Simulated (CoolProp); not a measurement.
Properties of isobutene along the isobar 4.72 MPa.

Values from CoolProp's reference Helmholtz-energy equation of state, Lemmon 2005. It is a short technical equation, of lower accuracy than the large ones.

```json
[
 {"T (K)": "294.7", "phase": "liquid", "cp (kJ/(kg K))": "[?]", "isothermal compressibility (1/MPa)": "0.002657", "expansivity (1/kK)": "1.937"},
 {"T (K)": "317.9", "phase": "liquid", "cp (kJ/(kg K))": "2.443", "isothermal compressibility (1/MPa)": "0.003672", "expansivity (1/kK)": "[?]"},
 {"T (K)": "341.1", "phase": "liquid", "cp (kJ/(kg K))": "2.586", "isothermal compressibility (1/MPa)": "0.005379", "expansivity (1/kK)": "2.615"},
 {"T (K)": "364.3", "phase": "liquid", "cp (kJ/(kg K))": "2.774", "isothermal compressibility (1/MPa)": "0.008662", "expansivity (1/kK)": "3.303"},
 {"T (K)": "387.6", "phase": "liquid", "cp (kJ/(kg K))": "3.073", "isothermal compressibility (1/MPa)": "0.01674", "expansivity (1/kK)": "4.719"},
 {"T (K)": "410.8", "phase": "liquid", "cp (kJ/(kg K))": "3.856", "isothermal compressibility (1/MPa)": "0.05325", "expansivity (1/kK)": "9.602"},
 {"T (K)": "434", "phase": "supercritical", "cp (kJ/(kg K))": "6.644", "isothermal compressibility (1/MPa)": "0.8250", "expansivity (1/kK)": "37.69"},
 {"T (K)": "457.2", "phase": "supercritical", "cp (kJ/(kg K))": "3.259", "isothermal compressibility (1/MPa)": "0.3838", "expansivity (1/kK)": "[?]"},
 {"T (K)": "480.4", "phase": "supercritical", "cp (kJ/(kg K))": "2.877", "isothermal compressibility (1/MPa)": "0.3129", "expansivity (1/kK)": "6.350"},
 {"T (K)": "503.6", "phase": "supercritical", "cp (kJ/(kg K))": "2.762", "isothermal compressibility (1/MPa)": "0.2816", "expansivity (1/kK)": "4.789"},
 {"T (K)": "526.8", "phase": "supercritical", "cp (kJ/(kg K))": "2.731", "isothermal compressibility (1/MPa)": "0.2634", "expansivity (1/kK)": "3.909"},
 {"T (K)": "550", "phase": "supercritical", "cp (kJ/(kg K))": "2.735", "isothermal compressibility (1/MPa)": "0.2516", "expansivity (1/kK)": "[?]"}
]
```

What belongs in the gaps?


- 294.7, cp (kJ/(kg K)): 2.325
- 317.9, expansivity (1/kK): 2.206
- 457.2, expansivity (1/kK): 10.07
- 550, expansivity (1/kK): 3.338

The peak of cp marks the crossing from liquid-like to gas-like fluid above the critical point.
